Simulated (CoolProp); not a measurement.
Vapour-liquid equilibrium of isopentane (1) + R365MFC (2) at 420.9 K; x and y are mole fractions of (1).

Model: multi-fluid Helmholtz-energy mixture model, Lemmon 2006 and Lemmon 2016; pair parameters Bell 2016, in CoolProp.

Give the bubble pressure and the first vapour's composition at x = 0.575, 0.65, 0.95. Is there an azeotrope?

x = 0.575: 2.211 MPa, y = 0.574; x = 0.65: 2.200 MPa, y = 0.630; x = 0.95: 1.906 MPa, y = 0.921. y crosses x between x = 0.5 and 0.575: the model has an azeotrope there.

Pair parameters are fitted to limited data, so mixtures are less certain than the pure fluids.
